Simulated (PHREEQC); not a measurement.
Make-up at 80 °C: 0.059 mol/kgw CuCl2 and 0.234 mol/kgw Na2SO4. Closed to the air; pH follows from the charge balance.

Model: ion-association model, phreeqc.dat, run in PHREEQC.

This is a speciation only: nothing precipitates in the calculation.

Q: Order these S species by the share of S that they hold, largest first: SO4-2, CuSO4, HSO4-, NaSO4-.

A: SO4-2 (62 %), NaSO4- (28 %), CuSO4 (10 %), HSO4- (0.19 %)

Q: Order these Cu species by the share of Cu that they hold, largest first: CuSO4, Cu2(OH)2+2, CuCl+, Cu+2, CuCl2.

A: CuSO4 (41 %), Cu+2 (37 %), CuCl+ (20 %), Cu2(OH)2+2 (0.84 %), CuCl2 (0.60 %)

The pH is 4.45 and the ionic strength 0.625 mol/kgw. Species that the database lacks are ignored. Constants without temperature data keep their 25 °C values here.
